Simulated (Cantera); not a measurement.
Input: 1 mol Fe₃O₄, 290 mol H₂, 1 mol N₂, equilibrated at 1800 K and 0.880 bar.

These are equilibrium values from Cantera (NASA tables, ideal gas, pure condensed phases), not measurements of a reactor. Candidate condensed phases: Fe, FeO, Fe(OH)₂, Fe(OH)₃, Fe₂O₃, Fe₃O₄, H₂O; 27 gas species. Equilibrium is a limit: real reactors are often held back by kinetics, nucleation or transport.

### Question
What is the equilibrium state?

### Answer
- x(H₂) = 0.982
- x(H₂O) = 0.0137
- x(N₂) = 0.00343
- x(H) = 0.000378
- x(Fe) = 3.35e-5
- x(NH₃) = 1.47e-6
- n(Fe(δ)) = 2.99 mol
- gas amount = 291.1 mol
